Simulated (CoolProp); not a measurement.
R1224YDZ along the isotherm 195.25 °C: fugacity coefficient from the reference equation and from simpler models built on Tc = 155.5 °C, pc = 33.34 bar, ω = 0.325; each cubic takes its own stable root.

Model: reference Helmholtz-energy equation of state, Akasaka 2023, in CoolProp.

| p (bar) | phase | reference | Redlich-Kwong | Soave-Redlich-Kwong | Peng-Robinson |
|---|---|---|---|---|---|
| 1.05 | gas | 0.9920 | 0.9917 | 0.9922 | 0.9911 |
| 1.7 | gas | 0.9871 | 0.9866 | 0.9874 | 0.9856 |
| 2.75 | gas | 0.9792 | 0.9784 | 0.9797 | 0.9768 |
| 4.45 | gas | 0.9664 | 0.9652 | 0.9672 | 0.9627 |
| 7.18 | gas | ? | ? | 0.9473 | 0.9403 |
| 11.6 | gas | 0.9136 | 0.9103 | ? | 0.9048 |
| 18.7 | gas | 0.8625 | 0.8572 | 0.8657 | ? |
| 30.3 | gas | ? | 0.7725 | 0.7867 | 0.7639 |
| 48.9 | supercritical | 0.6581 | 0.6403 | ? | 0.6377 |
| 79.1 | supercritical | 0.4962 | 0.4872 | 0.5204 | 0.4903 |
| 128 | supercritical | 0.3828 | 0.3851 | 0.4168 | 0.3840 |
| 206 | supercritical | 0.3241 | 0.3344 | 0.3654 | ? |
| 333 | supercritical | ? | 0.3352 | 0.3694 | 0.3144 |

Q: Complete the blanks.

A: 
- 7.18, reference: 0.9461
- 7.18, Redlich-Kwong: 0.9441
- 11.6, Soave-Redlich-Kwong: 0.9156
- 18.7, Peng-Robinson: 0.8496
- 30.3, reference: 0.7816
- 48.9, Soave-Redlich-Kwong: 0.6662
- 206, Peng-Robinson: 0.3260
- 333, reference: 0.3165
